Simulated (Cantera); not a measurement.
Feed: 1 mol Fe2O3, 3 mol CH4, 0.031 mol CO, held at 2400 K and 1.33 mbar.

Cantera equilibrium calculation (NASA polynomials, part measured and part estimated; ideal gas, pure solids and liquids). Candidate condensed phases: C, C6H6, C7H8, C8H18, Fe, Fe(CO)5, FeO, Fe(OH)2, Fe(OH)3, Fe2O3, Fe3O4, H2O; 114 gas species. Kinetics and transport are ignored.

Base state: H2 0.346, H 0.256, CO 0.240, Fe 0.158 (mole fractions); condensed: gas only.

Problem. What changes in the equilibrium state with this change: CH4 from 3 to 0.53 mol?

Solution. 
| species | before | after |
|---|---|---|
| Fe | 0.158 | 0.372 |
| H2O | 4.33e-7 | 0.119 |
| O2 | <1e-9 | 0.0945 |
| H2 | 0.346 | 0.0381 |
| H | 0.256 | 0.0850 |
| FeO | 8.74e-9 | 0.0513 |
| O | 2.93e-8 | 0.0730 |
| OH | 5.90e-8 | 0.0488 |
| CO2 | 5.08e-8 | 0.0410 |
| CO | 0.240 | 0.0776 |
| Fe(OH)2 | <1e-9 | 4.39e-5 |
